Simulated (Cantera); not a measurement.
Feed: 1 mol Si3N4, 4.5 mol H2O, 330 mol H2, 3.6 mol CO2, at 1.80 Pa.

Equilibrium computed with Cantera from the NASA thermochemical tables; the gas is ideal and each condensed phase is pure. Candidate condensed phases: C, C6H6, C7H8, C8H18, H2O, Si, SiC, SiO2, Si2N2O, Si3N4; 151 gas species. Rates play no part. All values below are at 1873 K.

Base state: H2 0.825, H 0.138, H2O 0.0136, CO 0.00973, SiO 0.00814, N2 0.00543, OH 0.000177, CO2 3.91e-5 (mole fractions); condensed: gas only.

What changes in the equilibrium state with this change: pressure from 1.80 Pa to 1330 Pa?


```csv
species,before,after
H2,0.825,0.955
H2O,0.0136,0.0148
CO,0.00973,0.0104
H,0.138,0.00546
SiO,0.00814,0.00872
O,2.24e-5,2.84e-8
OH,0.000177,6.56e-6
N2,0.00543,0.00581
```
